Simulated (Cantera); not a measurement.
Input: 1 mol SiH₂Cl₂, 0.47 mol Cl₂, 5.4 mol H₂, held at 1823 K and 1.80 Torr.

Cantera equilibrium calculation (NASA polynomials, part measured and part estimated; ideal gas, pure solids and liquids). Candidate condensed phases: Si; 19 gas species. The tables' values for SiCl, SiCl₃ are old estimates; treat these amounts as uncertain. Gases not in the tables: Si₂H₆ and higher silanes. Kinetics and transport are ignored.

Base state: H₂ 0.725, HCl 0.159, SiCl₂ 0.104, H 0.00753, Si 0.00184, SiCl 0.00127, Cl 0.00126, SiCl₃ 0.000435 (mole fractions); condensed: Si(l).

### Question
What changes in the equilibrium state with this change: temperature from 1823 K to 1198.15 K?

### Answer
```json
[
 {"species": "H₂", "before": "0.725", "after": "0.771"},
 {"species": "HCl", "before": "0.159", "after": "0.135"},
 {"species": "SiCl₂", "before": "0.104", "after": "0.0554"},
 {"species": "SiCl₄", "before": "2.81e-6", "after": "0.0233"},
 {"species": "SiCl₃", "before": "0.000435", "after": "0.0121"},
 {"species": "Si", "before": "0.00184", "after": "<1e-9"},
 {"species": "SiH", "before": "8.21e-5", "after": "<1e-9"},
 {"species": "SiCl", "before": "0.00127", "after": "7.37e-8"},
 {"species": "Si₂", "before": "1.19e-5", "after": "<1e-9"},
 {"species": "SiH₂", "before": "2.54e-5", "after": "8.83e-9"},
 {"species": "Si(l), mol", "before": "0.145", "after": "0"},
 {"species": "Si(s), mol", "before": "0", "after": "0.280"}
]
```
The tables' values for SiCl₃ are old estimates; treat these amounts as uncertain.
